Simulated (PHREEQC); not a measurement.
**Copper plating or etch bath (model solution)**

Consider water at 25 °C with 0.012 mol/kgw CuSO4 and 0.00011 mol/kgw HBF4. Closed to the air; pH follows from the charge balance.

Computed with PHREEQC (ion-association model, phreeqc.dat).

Precipitation was switched off in this run.

Predict the pH.

pH 3.67.

In which forms is Cu present?

Cu+2 69 %, CuSO4 31 % of the Cu.

Real BF4- forms and hydrolyses slowly; the run takes it at equilibrium.
